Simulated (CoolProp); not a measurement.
Properties of chlorine at several states.

Model: reference Helmholtz-energy equation of state, Thol 2021, in CoolProp.

```
T (°C)  p (kPa)   phase  expansivity (1/kK)  fugacity coefficient
------  -------  ------  ------------------  --------------------
-29.45     4770  liquid               1.738               0.02779
6.45      12400  liquid               1.843               0.04357
60.05       165     gas               3.146                0.9858
109.85      415     gas               2.815                0.9774
-69.25    12300  liquid               1.539              0.001729
```
